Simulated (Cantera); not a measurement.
Tantalum, niobium, vanadium and zirconium in process gases: V + N2O + N2 + NH3

Input: 1 mol V, 1 mol N2O, 2 mol N2, 0.54 mol NH3, equilibrated at 10000 Pa.

Method: chemical equilibrium by Gibbs-energy minimisation in Cantera with the NASA 1993 tables (ideal gas, pure condensed phases). Candidate condensed phases: H2O, V, VN, VO, V2O3, V2O4, V2O5; 28 gas species. Mutual solubility and eutectic melting of coexisting phases are not modelled. VN, VO: taken at fixed stoichiometry. Condensed phases not in the tables: the oxides between V2O3 and V2O5 other than VO2, solid solutions among these carbides, nitrides and lower oxides, V2N. Kinetics and transport are ignored.

At 1525 K the condensed part is VN(s) + V2O3(s). At 1550 K the condensed part is VN(s) + VO(s) + V2O3(s). From 1575 K to 1775 K the condensed part is VN(s) + VO(s).

```json
[
 {"T (K)": "1525", "x N2": "0.793", "x H2": "0.206", "x H2O": "0.000974", "x H": "3.40e-5", "x VO2": "8.21e-9", "x NH3": "4.79e-7", "n VN(s)": "0.336", "n V2O3(s)": "0.332", "n VO(s)": "0"},
 {"T (K)": "1550", "x N2": "0.800", "x H2": "0.199", "x H2O": "0.000952", "x H": "4.45e-5", "x VO2": "1.51e-8", "x NH3": "4.26e-7", "n VN(s)": "0.0697", "n V2O3(s)": "0.0658", "n VO(s)": "0.799"},
 {"T (K)": "1575", "x N2": "0.801", "x H2": "0.198", "x H2O": "0.000896", "x H": "5.84e-5", "x VO2": "2.41e-8", "x NH3": "3.93e-7", "n VN(s)": "0.00365", "n V2O3(s)": "0", "n VO(s)": "0.996"},
 {"T (K)": "1600", "x N2": "0.801", "x H2": "0.198", "x H2O": "0.000851", "x H": "7.64e-5", "x VO2": "3.78e-8", "x NH3": "3.67e-7", "n VN(s)": "0.00347", "n V2O3(s)": "0", "n VO(s)": "0.997"},
 {"T (K)": "1625", "x N2": "0.801", "x H2": "0.198", "x H2O": "0.000809", "x H": "9.92e-5", "x VO2": "5.84e-8", "x NH3": "3.44e-7", "n VN(s)": "0.00330", "n V2O3(s)": "0", "n VO(s)": "0.997"},
 {"T (K)": "1650", "x N2": "0.801", "x H2": "0.198", "x H2O": "0.000769", "x H": "0.000128", "x VO2": "8.89e-8", "x NH3": "3.23e-7", "n VN(s)": "0.00314", "n V2O3(s)": "0", "n VO(s)": "0.997"},
 {"T (K)": "1675", "x N2": "0.801", "x H2": "0.198", "x H2O": "0.000733", "x H": "0.000163", "x VO2": "1.34e-7", "x NH3": "3.04e-7", "n VN(s)": "0.00299", "n V2O3(s)": "0", "n VO(s)": "0.997"},
 {"T (K)": "1700", "x N2": "0.801", "x H2": "0.198", "x H2O": "0.000699", "x H": "0.000207", "x VO2": "1.98e-7", "x NH3": "2.87e-7", "n VN(s)": "0.00285", "n V2O3(s)": "0", "n VO(s)": "0.997"},
 {"T (K)": "1725", "x N2": "0.801", "x H2": "0.198", "x H2O": "0.000667", "x H": "0.000261", "x VO2": "2.90e-7", "x NH3": "2.71e-7", "n VN(s)": "0.00272", "n V2O3(s)": "0", "n VO(s)": "0.997"},
 {"T (K)": "1750", "x N2": "0.801", "x H2": "0.198", "x H2O": "0.000638", "x H": "0.000327", "x VO2": "4.20e-7", "x NH3": "2.56e-7", "n VN(s)": "0.00260", "n V2O3(s)": "0", "n VO(s)": "0.997"},
 {"T (K)": "1775", "x N2": "0.801", "x H2": "0.198", "x H2O": "0.000610", "x H": "0.000407", "x VO2": "6.01e-7", "x NH3": "2.42e-7", "n VN(s)": "0.00249", "n V2O3(s)": "0", "n VO(s)": "0.998"}
]
```
x: gas mole fraction; n: condensed amount in mol.
